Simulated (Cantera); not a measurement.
Input: 1 mol CCl4, 1.1 mol CH4, 1 mol H2, held at 675 °C and 7.50 Torr.

Cantera equilibrium calculation (NASA polynomials, part measured and part estimated; ideal gas, pure solids and liquids). Candidate condensed phases: C, C6H6, C7H8, C8H18; 91 gas species. Equilibrium is a limit: real reactors are often held back by kinetics, nucleation or transport.

Base state: HCl 0.769, H2 0.231, CH4 9.11e-5 (mole fractions); condensed: C(graphite).

### Question
What changes in the equilibrium state with this change: CCl4 replaced by CF4?

### Answer
```tsv
species	before	after
HF	0	0.769
H2	0.231	0.231
CH4	9.11e-5	9.11e-5
HCl	0.769	0
C(graphite), mol	2.10	2.10
```
